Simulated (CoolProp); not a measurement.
n-hexane along the isobar 2.92 bar: Z from the reference equation and from simpler models built on Tc = 507.8 K, pc = 30.44 bar, ω = 0.300; each cubic takes its own stable root.

Model: reference Helmholtz-energy equation of state, Thol 2019, in CoolProp.

| T (K) | phase | reference | Pitzer virial | van der Waals | Redlich-Kwong | Soave-Redlich-Kwong | Peng-Robinson |
|---|---|---|---|---|---|---|---|
| 392.8 | gas | 0.9111 | 0.9177 | 0.9451 | 0.9288 | 0.9207 | 0.9162 |
| 412.9 | gas | 0.9267 | 0.9309 | 0.9514 | 0.9385 | 0.9326 | 0.9282 |
| 433.1 | gas | 0.9388 | 0.9415 | 0.9568 | 0.9466 | 0.9425 | 0.9382 |
| 453.3 | gas | 0.9482 | 0.9501 | 0.9613 | 0.9533 | 0.9506 | 0.9465 |
| 473.5 | gas | 0.9558 | 0.9571 | 0.9653 | 0.9589 | 0.9574 | 0.9535 |
| 493.6 | gas | 0.9620 | 0.9630 | 0.9687 | 0.9637 | 0.9631 | 0.9593 |
| 513.8 | gas | 0.9671 | 0.9679 | 0.9717 | 0.9678 | 0.9680 | 0.9644 |
| 534 | gas | 0.9713 | 0.9720 | 0.9743 | 0.9713 | 0.9721 | 0.9687 |
| 554.1 | gas | 0.9749 | 0.9756 | 0.9766 | 0.9743 | 0.9757 | 0.9724 |
| 574.3 | gas | 0.9780 | 0.9786 | 0.9786 | 0.9769 | 0.9788 | 0.9756 |
